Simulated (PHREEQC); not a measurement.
Hard or scaling water

Dissolve 0.00022 mol CaSO4, 0.00011 mol NaHCO3 and 1.5e-05 mol H4SiO4 per kg of water at 70 °C. Closed to the air; pH follows from the charge balance.

All values are PHREEQC results (ion-association model, phreeqc.dat), not measurements.

This is a speciation only: nothing precipitates in the calculation.

### Question
Predict the pH, specific conductance.

### Answer
pH 7.51; specific conductance 148 µS/cm.

### Question
In which forms is Si present?

### Answer
H4SiO4 98 %, H3SiO4- 1.6 % of the Si.

At this temperature some constants are extrapolated from 25 °C, and those without enthalpy data are left unchanged.
